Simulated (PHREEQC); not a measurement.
A solution holds 0.22 mol NaHCO3, 0.0043 mol Na2CO3 and 0.6 mol NaCl per kg of water, at 20 °C. Closed to the air; pH follows from the charge balance.

The numbers come from PHREEQC with the ion-association model, phreeqc.dat.

Precipitation was switched off in this run.

Question: Order these C species by the share of C that they hold, largest first: HCO3-, NaCO3-, CO2, NaHCO3, CO3-2.

Answer: HCO3- (81 %), NaHCO3 (15 %), NaCO3- (2.2 %), CO2 (1.3 %), CO3-2 (1.0 %)

The pH is 7.95 and the ionic strength 0.793 mol/kgw. Ionic strength above about 0.7 mol/kgw puts this run outside the model's range.
